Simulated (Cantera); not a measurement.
Input: 1 mol AlI3, 4.3 mol NH3, 230 mol H2, 2.3 mol N2, at 1250 °C and 10.0 mbar.

Equilibrium computed with Cantera from the NASA thermochemical tables; the gas is ideal and each condensed phase is pure. Candidate condensed phases: Al, AlI3, AlN, I2; 19 gas species. Kinetics and transport are ignored.

Base state: H2 0.970, N2 0.0171, I 0.00811, HI 0.00239, AlI 0.00183, H 0.000228 (mole fractions); condensed: AlN(s).

Question: What changes in the equilibrium state with this change: temperature from 1250 °C to 727 °C?

Answer: 
| species | before | after |
|---|---|---|
| H2 | 0.970 | 0.971 |
| N2 | 0.0171 | 0.0163 |
| HI | 0.00239 | 0.0112 |
| I | 0.00811 | 0.00117 |
| AlI | 0.00183 | 4.25e-9 |
| H | 0.000228 | 2.24e-8 |
| AlN(s), mol | 0.554 | 1.000 |
